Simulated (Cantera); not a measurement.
A perfectly stirred reactor is fed with 22.5 % H2, 16.3 % O2, 61.2 % N2, equivalence ratio 0.69, at 2.80 bar; it is adiabatic with a 375 K inlet, and is followed from long to short residence time, starting on the burning branch (τ in s: 0.18, 0.084, 0.039, 0.018, 0.0083, 0.0038, 0.0018, 0.00081, 0.00037, 0.00017, 7.9e-05, 3.6e-05).

Computed with Cantera and the H2/O2 subset of GRI-Mech 3.0, which has no nitrogen chemistry. The hydrogen kinetics of GRI-Mech 3.0 are dated; newer H2 mechanisms differ, most at raised pressure.

x: mole fraction; the columns are a selection and need not sum to one.

```
τ (s)    T (K)      x H2    x O2       x O   x H2O2    x HO2     x OH       x H
-------  -----  --------  ------  --------  -------  -------  -------  --------
0.18      2067  0.000328  0.0564  0.000168  2.35e-7  2.90e-6  0.00257   2.95e-5
0.084     2066  0.000359  0.0564  0.000179  2.40e-7  2.99e-6  0.00265   3.30e-5
0.039     2065  0.000421  0.0564  0.000203  2.51e-7  3.18e-6  0.00281   4.06e-5
0.018     2062  0.000545  0.0563  0.000251  2.73e-7      ___  0.00311   5.76e-5
0.0083    2058  0.000779  0.0563  0.000345  3.14e-7      ___  0.00362   9.50e-5
0.0038    2050   0.00120  0.0562  0.000518  3.84e-7      ___  0.00438  0.000178
0.0018    2039   0.00187  0.0561  0.000802  4.85e-7      ___  0.00535  0.000347
0.00081   2020   0.00304  0.0562   0.00130  6.36e-7      ___  0.00664  0.000727
0.00037   1990   0.00485  0.0564   0.00209  8.40e-7      ___  0.00807   0.00149
0.00017   1947   0.00753  0.0570   0.00325  1.12e-6      ___  0.00949   0.00297
7.9e-5    1884    0.0112  0.0581   0.00482  1.55e-6      ___   0.0106   0.00558
3.6e-5    1795    0.0165  0.0603   0.00673  2.35e-6      ___   0.0110   0.00993
```

What belongs in the gaps?


- 0.018, x HO2: 3.58e-6
- 0.0083, x HO2: 4.38e-6
- 0.0038, x HO2: 5.94e-6
- 0.0018, x HO2: 8.56e-6
- 0.00081, x HO2: 1.33e-5
- 0.00037, x HO2: 2.07e-5
- 0.00017, x HO2: 3.19e-5
- 7.9e-5, x HO2: 4.75e-5
- 3.6e-5, x HO2: 6.91e-5
